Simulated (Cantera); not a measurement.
## Ignition delay

Mixture: 20.1 % CH₃OH, 16.8 % O₂, 63.1 % N₂, at 1.88 atm, adiabatic and at constant volume. Ignition delay is the time to a rise of 400 K.

Detailed kinetics in Cantera: GRI-Mech 3.0 (53 species, 325 reactions). GRI-Mech 3.0 was tuned for natural gas; its chemistry of methanol as a main component is partial and can be far from experiment.

| T0 (K) | delay (ms) |
|---|---|
| 1175 | 7.15 |
| 1250 | 2.09 |
| 1325 | 0.712 |
| 1400 | 0.277 |
| 1475 | 0.121 |
| 1550 | 0.0582 |
| 1625 | 0.0306 |
| 1700 | 0.0173 |
| 1775 | 0.0104 |

| Item | Result |
|---|---|
| apparent activation energy between 1625 and 1775 K | 170 kJ/mol |
